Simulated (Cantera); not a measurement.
Feed: 1 mol Si2Cl6, 26 mol NH3, 30 mol N2, equilibrated at 11.0 mbar.

Equilibrium computed with Cantera from the NASA thermochemical tables; the gas is ideal and each condensed phase is pure. Candidate condensed phases: NH4Cl, Si, Si3N4; 28 gas species. The feed counts by its element totals alone. The tables' values for SiCl, SiN, SiCl3 are old estimates; treat these amounts as uncertain. Gases not in the tables: Si2H6 and higher silanes. The numbers say what is thermodynamically allowed, not how fast it happens.

Task: At 1923 K, list the 5 most abundant gas species with their mole fractions, and the condensed phases.

Result: N2 0.503, H2 0.431, HCl 0.0448, SiCl2 0.0122, H 0.00590. Condensed: Si(l).
